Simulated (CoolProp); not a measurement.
Vapour-liquid equilibrium of cyclohexane (1) + n-nonane (2) at 405.2 K; x and y are mole fractions of (1).

Values from CoolProp's multi-fluid Helmholtz-energy mixture model, Zhou 2014 and Lemmon 2006; pair parameters Bell 2016.

**Question.** Give the bubble pressure and the first vapour's composition at x = 0.35, 0.5, 0.8. Is there an azeotrope?

**Answer.** x = 0.35: 0.1639 MPa, y = 0.743; x = 0.5: 0.2093 MPa, y = 0.841; x = 0.8: 0.3088 MPa, y = 0.956. No azeotrope shows between x = 0.05 and 0.95.

Pair parameters are fitted to limited data, so mixtures are less certain than the pure fluids.
